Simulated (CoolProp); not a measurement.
Vapour pressure (MPa) of acetone: the reference equation beside estimates from Tc = 508.1 K, pc = 4.692 MPa, ω = 0.307.

Values from CoolProp's reference Helmholtz-energy equation of state, Lemmon 2006. It is a short technical equation, of lower accuracy than the large ones.

```
T (K)  reference  Lee-Kesler  Peng-Robinson
-----  ---------  ----------  -------------
264.3   0.005711    0.005131       0.005631
277.8    0.01184     0.01088        0.01167
291.4    0.02279     0.02136        0.02247
304.9    0.04080     0.03894        0.04029
318.4    0.06896     0.06684        0.06821
332       0.1113      0.1093         0.1103
345.5     0.1715      0.1702         0.1704
359.1     0.2554      0.2554         0.2543
372.6     0.3671      0.3693         0.3664
386.1     0.5130      0.5181         0.5133
399.7     0.7009      0.7094         0.7031
```

Absolute difference from the reference over all 11 rows, mean and median: Lee-Kesler 3.4 and 1.8 %, Peng-Robinson 0.8 and 0.9 %.
